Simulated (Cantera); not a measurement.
A Cantera script and its output.

```python
import numpy as np
import cantera as ct

gas = ct.Solution("gri30.yaml")


def delay(T, t_max=10):
    gas.TPX = T, 68000, {'CH4': 1, 'O2': 2.2, 'N2': 6.37}
    reactor = ct.IdealGasReactor(gas, clone=False)
    net = ct.ReactorNet([reactor])
    net.rtol, net.atol = 1e-8, 1e-16
    while net.time < t_max:
        t_old, T_old = net.time, reactor.T
        net.step()
        if reactor.T > T + 400:  # ignition: a rise of 400 K
            return t_old + (T + 400 - T_old) / (reactor.T - T_old) * (net.time - t_old)
    return np.nan


taus = []
for T in [1175, 1250, 1325, 1400, 1475, 1550]:
    taus.append(delay(T))
    print(f"T0 = {T:6g} K   tau = {taus[-1]:.4e} s")
```

Output:

```
T0 =   1175 K   tau = 6.6449e-02 s
T0 =   1250 K   tau = 2.2447e-02 s
T0 =   1325 K   tau = 8.3088e-03 s
T0 =   1400 K   tau = 3.3772e-03 s
T0 =   1475 K   tau = 1.5162e-03 s
T0 =   1550 K   tau = 7.5217e-04 s
```

Cantera simulation using GRI-Mech 3.0 (53 species, 325 reactions); the numbers are that mechanism's predictions, not measurements.
